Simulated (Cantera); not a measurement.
Predominance diagram of Li at 825 K against the partial pressures of O2 and Cl2 (log10, bar). Cantera with NASA thermochemical tables; ideal gases at 1 bar, condensed phases pure. Candidates: Li(l), LiCl(s), Li2O(s). Only these pure phases compete in this equilibrium. Not in the tables: the peroxide.

```
log p(Cl2) \ log p(O2)
        columns: -37, -35.4, -33.8, -32.2, -30.6, -29, -27.3, -25.7, -24.1, -22.5, -20.9, -19.3, -17.7, -16.1, -14.5, -12.9, -11.3, -9.7, -8, -6.4, -4.8, -3.2, -1.6, 0
      1  A A A A A A A A A A A A A A A A A A A A A A A A
   -1.3  A A A A A A A A A A A A A A A A A A A A A A A A
   -3.5  A A A A A A A A A A A A A A A A A A A A A A A A
   -5.8  A A A A A A A A A A A A A A A A A A A A A A A A
   -8.1  A A A A A A A A A A A A A A A A A A A A A A A A
  -10.4  A A A A A A A A A A A A A A A A A A A A A A A A
  -12.6  A A A A A A A A A A A A A A A A A A A A A A A B
  -14.9  A A A A A A A A A A A A A A A A A A A A B B B B
  -17.2  A A A A A A A A A A A A A A A A A B B B B B B B
  -19.5  A A A A A A A A A A A A A A B B B B B B B B B B
  -21.7  A A A A A A A A A A A A B B B B B B B B B B B B
    -24  A A A A A A A A A B B B B B B B B B B B B B B B
```

A: LiCl(s); B: Li2O(s).
